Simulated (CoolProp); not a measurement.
Ammonia along the isobar 30300 kPa: fugacity coefficient from the reference equation and from simpler models built on Tc = 132.4 °C, pc = 11360 kPa, ω = 0.256; each cubic takes its own stable root.

Model: reference Helmholtz-energy equation of state, Gao 2020, in CoolProp.

```json
[
 {"T (°C)": "-15.35", "phase": "liquid", "reference": "0.01049", "Redlich-Kwong": "(withheld)", "Soave-Redlich-Kwong": "0.01151", "Peng-Robinson": "0.01104"},
 {"T (°C)": "-1.55", "phase": "liquid", "reference": "0.01774", "Redlich-Kwong": "0.03272", "Soave-Redlich-Kwong": "0.01968", "Peng-Robinson": "0.01873"},
 {"T (°C)": "12.25", "phase": "liquid", "reference": "0.02816", "Redlich-Kwong": "0.04846", "Soave-Redlich-Kwong": "0.03152", "Peng-Robinson": "0.02983"},
 {"T (°C)": "26.05", "phase": "liquid", "reference": "0.04236", "Redlich-Kwong": "0.06834", "Soave-Redlich-Kwong": "0.04775", "Peng-Robinson": "0.04501"},
 {"T (°C)": "39.95", "phase": "liquid", "reference": "0.06101", "Redlich-Kwong": "0.09265", "Soave-Redlich-Kwong": "0.06914", "Peng-Robinson": "0.06496"},
 {"T (°C)": "53.75", "phase": "liquid", "reference": "0.08419", "Redlich-Kwong": "0.1209", "Soave-Redlich-Kwong": "(withheld)", "Peng-Robinson": "(withheld)"},
 {"T (°C)": "67.55", "phase": "liquid", "reference": "0.1122", "Redlich-Kwong": "0.1531", "Soave-Redlich-Kwong": "0.1279", "Peng-Robinson": "0.1197"},
 {"T (°C)": "81.35", "phase": "liquid", "reference": "(withheld)", "Redlich-Kwong": "(withheld)", "Soave-Redlich-Kwong": "0.1653", "Peng-Robinson": "0.1547"},
 {"T (°C)": "95.15", "phase": "liquid", "reference": "(withheld)", "Redlich-Kwong": "0.2272", "Soave-Redlich-Kwong": "0.2077", "Peng-Robinson": "0.1943"},
 {"T (°C)": "109.05", "phase": "liquid", "reference": "0.2242", "Redlich-Kwong": "0.2683", "Soave-Redlich-Kwong": "0.2547", "Peng-Robinson": "0.2383"}
]
```

**Question.** Complete the blanks.

**Answer.** 
- -15.35, Redlich-Kwong: 0.02084
- 53.75, Soave-Redlich-Kwong: 0.09575
- 53.75, Peng-Robinson: 0.08978
- 81.35, reference: 0.1450
- 81.35, Redlich-Kwong: 0.1887
- 95.15, reference: 0.1824
